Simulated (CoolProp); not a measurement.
Octamethyltrisiloxane (MDM) at several states: fugacity coefficient from the reference equation and from simpler models built on Tc = 292.2 °C, pc = 1.438 MPa, ω = 0.528; each cubic takes its own stable root.

Values from CoolProp's reference Helmholtz-energy equation of state, Thol 2017.

```csv
T (°C),p (MPa),phase,reference
-12.35,0.0743,liquid,0.0003735
24.45,0.077,liquid,0.006303
7.45,2.44,liquid,7.951e-5
```

Problem. How far does each simpler model (van der Waals, Peng-Robinson) lie from the reference over these 3 states: mean and median of the absolute difference, and the worst?

Solution. 
- van der Waals: mean 40805.6 %, median 31153.9 %, worst +80328.4 % at -12.35 °C and 0.0743 MPa
- Peng-Robinson: mean 32.9 %, median 30.5 %, worst +47.3 % at -12.35 °C and 0.0743 MPa
